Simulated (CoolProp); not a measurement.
A single-stage vapour-compression cycle with R141b: evaporating at 314.15 K (dew point), condensing at 377.15 K (bubble point), superheat 0 K, subcooling 5 K, compressor efficiency 0.6, no pressure losses. Each further row changes one setting.

Model: reference Helmholtz-energy equation of state, Lemmon 2006, in CoolProp. It is a short technical equation, of lower accuracy than the large ones.

```json
[
 {"case": "as stated", "cooling COP": "…", "pressure ratio": "5.39", "discharge temperature (K)": "397.2", "refrigerating effect (kJ/kg)": "147", "volumetric capacity (kJ/m³)": "948"},
 {"case": "evaporating temperature 319.15 K", "cooling COP": "2.67", "pressure ratio": "4.58", "discharge temperature (K)": "394.9", "refrigerating effect (kJ/kg)": "150", "volumetric capacity (kJ/m³)": "…"},
 {"case": "condensing temperature 372.15 K", "cooling COP": "2.65", "pressure ratio": "…", "discharge temperature (K)": "391.6", "refrigerating effect (kJ/kg)": "153", "volumetric capacity (kJ/m³)": "990"},
 {"case": "subcooling 10 K", "cooling COP": "…", "pressure ratio": "5.39", "discharge temperature (K)": "397.2", "refrigerating effect (kJ/kg)": "153", "volumetric capacity (kJ/m³)": "990"},
 {"case": "superheat 10 K", "cooling COP": "2.41", "pressure ratio": "5.39", "discharge temperature (K)": "…", "refrigerating effect (kJ/kg)": "155", "volumetric capacity (kJ/m³)": "965"},
 {"case": "compressor efficiency 0.5", "cooling COP": "1.98", "pressure ratio": "5.39", "discharge temperature (K)": "409.8", "refrigerating effect (kJ/kg)": "147", "volumetric capacity (kJ/m³)": "948"}
]
```

Problem. Some entries are withheld; supply them.

Solution. 
- as stated, cooling COP: 2.37
- evaporating temperature 319.15 K, volumetric capacity (kJ/m³): 1130
- condensing temperature 372.15 K, pressure ratio: 4.82
- subcooling 10 K, cooling COP: 2.47
- superheat 10 K, discharge temperature (K): 408.3
